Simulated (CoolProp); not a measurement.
Vapour-liquid equilibrium of R134a (1) + R123 (2) at 1.29 bar; x and y are mole fractions of (1).

Values from CoolProp's multi-fluid Helmholtz-energy mixture model, Tillner-Roth 1994 and Younglove 1994; pair parameters Bell 2016.

Problem. Give the bubble temperature and the first vapour's composition at x = 0.35, 0.875, 0.95. Is there an azeotrope?

Solution. x = 0.35: 270.0 K, y = 0.843; x = 0.875: 255.0 K, y = 0.979; x = 0.95: 253.5 K, y = 0.991. No azeotrope shows between x = 0.05 and 0.95.

The pair parameters rest on a limited set of measurements; away from them the model extrapolates.
